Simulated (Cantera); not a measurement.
An adiabatic, constant-pressure homogeneous reactor starts with CH4 : H2 : O2 : N2 : H2O = 1 : 0.038 : 1.35 : 5.06 : 0.34 (molar parts), equivalence ratio 1.5, at 1075 K and 5.00 bar. Integrator tolerance rtol = 1e-08.

Model: GRI-Mech 3.0 (53 species, 325 reactions), integrated in Cantera.

```json
[
 {"quantity": "time of steepest temperature rise", "before": "26.1 ms", "after": "4.59 ms"},
 {"quantity": "temperature at 3.00 s", "before": "2437 K", "after": "2570 K"},
 {"quantity": "equilibrium temperature", "before": "2437 K", "after": "2570 K"},
 {"quantity": "x(CH4) at 3.00 s", "before": "1.83e-11 (gas-phase equilibrium 2.08e-11)", "after": "1.03e-11 (gas-phase equilibrium 1.17e-11)"},
 {"quantity": "x(H2) at 3.00 s", "before": "0.0761 (gas-phase equilibrium 0.0761)", "after": "0.0750 (gas-phase equilibrium 0.0750)"},
 {"quantity": "x(O2) at 3.00 s", "before": "2.74e-5 (gas-phase equilibrium 2.74e-5)", "after": "0.000101 (gas-phase equilibrium 0.000101)"},
 {"quantity": "x(NO) at 3.00 s", "before": "0.000205 (gas-phase equilibrium 0.000205)", "after": "0.000497 (gas-phase equilibrium 0.000497)"},
 {"quantity": "x(NO2) at 3.00 s", "before": "4.97e-9 (gas-phase equilibrium 4.97e-9)", "after": "2.02e-8 (gas-phase equilibrium 2.02e-8)"},
 {"quantity": "x(C2H4) at 3.00 s", "before": "<1e-12 (gas-phase equilibrium <1e-12)", "after": "<1e-12 (gas-phase equilibrium <1e-12)"},
 {"quantity": "x(CH2) at 3.00 s", "before": "<1e-12 (gas-phase equilibrium <1e-12)", "after": "<1e-12 (gas-phase equilibrium 1.07e-12)"}
]
```

**Question.** Name the change that produced these shifts.
A. initial temperature 1075 to 1723 K
B. pressure from 5.00 bar to 8.60 bar
C. initial temperature 1075 to 1250 K
D. initial temperature 1075 to 1598 K

**Answer.** C, initial temperature 1075 to 1250 K
